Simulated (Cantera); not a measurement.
Charge: 1 mol Cu, a varied amount of CO, equilibrated at 0.00133 bar.

Method: chemical equilibrium by Gibbs-energy minimisation in Cantera with the NASA 1993 tables (ideal gas, pure condensed phases). Candidate condensed phases: C, Cu, CuO, Cu₂O; 15 gas species. Equilibrium is a limit: real reactors are often held back by kinetics, nucleation or transport.

Stable condensed phases, one row left out:

```
T in K \ n(CO) in mol
         0.92  1.1  1.4  1.8  2.2  2.8  3.5  4.3  5.4  6.7  8.4   10   13
   1900     A    A    A    A    A    A    A    A    A    A    A    A    A
   1800     B    B    B    A    A    A    A    A    A    A    A    A    A
   1700     B    B    B    B    B    B    B    B    B    B    A    A    A
   1600     B    B    B    B    B    B    B    B    B    B    B    B    B
   1500     B    B    B    B    B    B    B    B    B    B    B    B    B
   1400     B    B    B    B    B    B    B    B    B    B    B    B    B
   1300     B    B    B    B    B    B    B    B    B    B    B    B    B
   1100     C    C    C    C    C    C    C    C    C    C    C    C    C
   1000     C    C    C    C    C    C    C    C    C    C    C    C    C
    900     C    C    C    C    C    C    C    C    C    C    C    C    C
    800     C    C    C    C    C    C    C    C    C    C    C    C    C
    700     C    C    C    C    C    C    C    C    C    C    C    C    C
```

A: gas only; B: Cu; C: C + Cu.

Give the row for 1200 K.

0.92: Cu; 1.1: Cu; 1.4: Cu; 1.8: Cu; 2.2: Cu; 2.8: Cu; 3.5: Cu; 4.3: Cu; 5.4: Cu; 6.7: Cu; 8.4: Cu; 10: Cu; 13: Cu.
